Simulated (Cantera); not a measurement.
Feed: 1 mol c-C₄F₈, 0.047 mol Si, 1.6 mol H₂, held at 2325 °C and 0.0440 bar.

Equilibrium computed with Cantera from the NASA thermochemical tables; the gas is ideal and each condensed phase is pure. Candidate condensed phases: C, C₆H₆, C₇H₈, C₈H₁₈, Si, SiC; 113 gas species. The feed counts by its element totals alone. The tables' values for SiF₃ are old estimates; treat these amounts as uncertain. Gases not in the tables: C₂F₆ and larger saturated fluorocarbons. The numbers say what is thermodynamically allowed, not how fast it happens.

Base state: HF 0.498, F 0.276, CF₂ 0.196, CF 0.0120, SiF₄ 0.00724, CF₄ 0.00710, CF₃ 0.00342, H 0.000159 (mole fractions); condensed: C(graphite).

Task: What changes in the equilibrium state with this change: 0.1 mol Cl₂ added?

Result: 
```tsv
species	before	after
HF	0.498	0.482
F	0.276	0.270
CF₂	0.196	0.189
Cl	0	0.0299
CF	0.0120	0.0118
SiF₄	0.00724	0.00700
HCl	0	0.000203
ClF	0	3.12e-5
C(graphite), mol	2.59	2.60
```
